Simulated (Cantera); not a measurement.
Cantera run:

```python
import numpy as np
import cantera as ct

gas_names = """
    H HO2 H2 H2O H2O2 Hg O OH O2 O3
""".split()
cond_names = """
    H2O(s) H2O(L) Hg(cr) Hg(L) HgO(s)
""".split()


def load(file, names, dense=False):
    # The tables refer to 1 bar. Condensed volumes are neglected.
    table = {s.name: s for s in ct.Species.list_from_file(file)}
    out = []
    for n in names:
        d = dict(table[n].input_data)
        d["thermo"] = dict(d["thermo"], **{"reference-pressure": 1e5})
        if dense:
            d["equation-of-state"] = {"model": "constant-volume", "density": "1e6 g/cm^3"}
        out.append(ct.Species.from_dict(d))
    return out


gas = ct.Solution(thermo="ideal-gas", species=load("nasa_gas.yaml", gas_names))
cond = {s.name: ct.Solution(thermo="fixed-stoichiometry", species=[s], name=s.name)
        for s in load("nasa_condensed.yaml", cond_names, dense=True)}
atoms = {
    'HgO': {'Hg': 1, 'O': 1},
    'H2': {'H': 2},
}
top_T = {}  # K; cautious upper limits of use, not melting points


def equilibrate(T, P, feed):
    n = {}
    for name, mol in feed.items():
        for a, k in atoms[name].items():
            n[a] = n.get(a, 0.0) + k * mol
    gas.TPX = T, P, n
    mass = sum(n.values()) * gas.mean_molecular_weight
    gas.equilibrate("TP")
    valid = [c for c in cond.values() if c.min_temp <= T <= top_T.get(c.name, c.max_temp)]
    mix = ct.Mixture([(gas, mass / gas.mean_molecular_weight)] + [(c, 0.0) for c in valid])
    mix.T, mix.P = T, P
    mix.equilibrate("TP", solver="vcs", rtol=1e-11, max_steps=5000)
    return mix


results = []
T = 973.15  # K
P = 100000  # Pa
for m in [0.16, 0.61, 1, 1.5, 1.9, 2.4, 2.8, 3.3, 3.7]:
    feed = {'HgO': 1, 'H2': m}  # mol
    mix = equilibrate(T, P, feed)
    results.append((T, P, feed, dict(zip(mix.species_names, mix.species_moles))))
    x = sorted(zip(gas.X, gas.species_names), reverse=True)
    print(f"T = {T:g} K  P = {P:g} Pa  n(H2) = {m:g} mol  gas = {mix.phase_moles(0):.4g} mol")
    print("   x: " + "  ".join(f"{s} {v:.3e}" for v, s in x if v > 1e-05))
    print("   condensed (mol): " + ("  ".join(f"{mix.phase(i).name} {mix.phase_moles(i):.4g}"
          for i in range(1, mix.n_phases) if mix.phase_moles(i) > 1e-12) or "none"))
```

Output:

```
T = 973.15 K  P = 100000 Pa  n(H2) = 0.16 mol  gas = 1.58 mol
   x: Hg 6.329e-01  O2 2.658e-01  H2O 1.013e-01
   condensed (mol): none
T = 973.15 K  P = 100000 Pa  n(H2) = 0.61 mol  gas = 1.805 mol
   x: Hg 5.540e-01  H2O 3.380e-01  O2 1.080e-01
   condensed (mol): none
T = 973.15 K  P = 100000 Pa  n(H2) = 1 mol  gas = 2 mol
   x: Hg 5.000e-01  H2O 5.000e-01
   condensed (mol): none
T = 973.15 K  P = 100000 Pa  n(H2) = 1.5 mol  gas = 2.5 mol
   x: H2O 4.000e-01  Hg 4.000e-01  H2 2.000e-01
   condensed (mol): none
T = 973.15 K  P = 100000 Pa  n(H2) = 1.9 mol  gas = 2.9 mol
   x: H2O 3.448e-01  Hg 3.448e-01  H2 3.103e-01
   condensed (mol): none
T = 973.15 K  P = 100000 Pa  n(H2) = 2.4 mol  gas = 3.4 mol
   x: H2 4.118e-01  H2O 2.941e-01  Hg 2.941e-01
   condensed (mol): none
T = 973.15 K  P = 100000 Pa  n(H2) = 2.8 mol  gas = 3.8 mol
   x: H2 4.737e-01  H2O 2.632e-01  Hg 2.632e-01
   condensed (mol): none
T = 973.15 K  P = 100000 Pa  n(H2) = 3.3 mol  gas = 4.3 mol
   x: H2 5.349e-01  H2O 2.326e-01  Hg 2.326e-01
   condensed (mol): none
T = 973.15 K  P = 100000 Pa  n(H2) = 3.7 mol  gas = 4.7 mol
   x: H2 5.745e-01  H2O 2.128e-01  Hg 2.128e-01
   condensed (mol): none
```

Equilibrium computed with Cantera from the NASA thermochemical tables; the gas is ideal and each condensed phase is pure.
